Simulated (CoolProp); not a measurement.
Vapour-liquid equilibrium of propylene (1) + propane (2) at 241.4 K; x and y are mole fractions of (1).

Model: multi-fluid Helmholtz-energy mixture model, Lemmon 2013 and Lemmon 2009; pair parameters Bell 2016, in CoolProp.

```csv
x,"bubble pressure, mixture model (MPa)","bubble pressure, Raoult's law (MPa)","y, mixture model","y, Raoult's law"
0.05,0.1597,0.1586,0.067,0.062
0.125,0.1640,0.1617,0.161,0.153
0.2,0.1681,0.1648,0.249,0.240
0.275,0.1720,0.1679,0.331,0.324
0.35,0.1756,0.1710,0.409,0.405
0.425,0.1789,0.1741,0.483,0.483
0.5,0.1820,0.1772,0.555,0.558
0.575,0.1850,0.1803,0.624,0.631
0.65,0.1877,0.1833,0.692,0.701
0.725,0.1902,0.1864,0.758,0.769
0.8,0.1925,0.1895,0.824,0.835
0.875,0.1947,0.1926,0.890,0.898
0.95,0.1966,0.1957,0.956,0.960
```

The largest gap from Raoult's law is +2.8 % in bubble pressure, at x = 0.425. No azeotrope shows between x = 0.05 and 0.95.

Pair parameters are fitted to limited data, so mixtures are less certain than the pure fluids.
